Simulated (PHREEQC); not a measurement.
Model water analysis in mmol/kgw, 25 °C, pH 2.73, pe 12.7:

| constituent | mmol/kgw |
|---|---|
| Na | 0.24 |
| K | 1.87 |
| Ca | 5.35 |
| Mg | 0.171 |
| Cl | 2.2 |
| S(6) | 7.13 |
| Al | 0.00234 |

Valence states are taken as typed.

Model: ion-association model, phreeqc.dat, run in PHREEQC.

Task: The ionic strength comes out as 0.0223 mol/kgw. What activity coefficients do CaHSO4+, SO4-2, H+, AlSO4+, Cl- get?

Result: CaHSO4+ 0.86, SO4-2 0.57, H+ 0.89, AlSO4+ 0.87, Cl- 0.86.

This is a speciation only: nothing precipitates in the calculation.
